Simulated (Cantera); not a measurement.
A Cantera script and what it prints.

```python
import numpy as np
import cantera as ct

gas_names = """
    H HO2 H2 H2O H2O2 O OH O2 O3 Si SiH SiH2 SiH3 SiH4 SiO SiO2 Si2 Si3
""".split()
cond_names = """
    H2O(s) H2O(L) Si(cr) Si(L) SiO2(Lqz) SiO2(hqz) SiO2(L)
""".split()


# ... load() reads the species with a 1 bar reference pressure and builds the phases ...
atoms = {
    'Si': {'Si': 1},
    'H2O': {'H': 2, 'O': 1},
    'H2': {'H': 2},
}
top_T = {}  # K; cautious upper limits of use, not melting points


# ... equilibrate(T, P, feed) seeds the gas with the atoms and calls Mixture.equilibrate('TP', solver="vcs", rtol=1e-11, max_steps=5000) ...
results = []
feed = {'Si': 1, 'H2O': 0.0035, 'H2': 56}  # mol
T = 1148  # K
P = 10000  # Pa
mix = equilibrate(T, P, feed)
results.append((T, P, feed, dict(zip(mix.species_names, mix.species_moles))))
x = sorted(zip(gas.X, gas.species_names), reverse=True)
print(f"T = {T:g} K  P = {P:g} Pa  gas = {mix.phase_moles(0):.4g} mol")
print("   x: " + "  ".join(f"{s} {v:.3e}" for v, s in x if v > 1e-06))
print("   condensed (mol): " + ("  ".join(f"{mix.phase(i).name} {mix.phase_moles(i):.4g}"
      for i in range(1, mix.n_phases) if mix.phase_moles(i) > 1e-12) or "none"))
```

Output:

```
T = 1148 K  P = 10000 Pa  gas = 56 mol
   x: H2 1.000e+00  SiO 1.120e-06
   condensed (mol): Si(cr) 0.9982  SiO2(hqz) 0.001718
```

Equilibrium computed with Cantera from the NASA thermochemical tables; the gas is ideal and each condensed phase is pure. Mutual solubility and eutectic melting of coexisting phases are not modelled. The tables hold silica as quartz up to 1696 K and as liquid above; real silica turns to tridymite and cristobalite and melts near 1996 K.
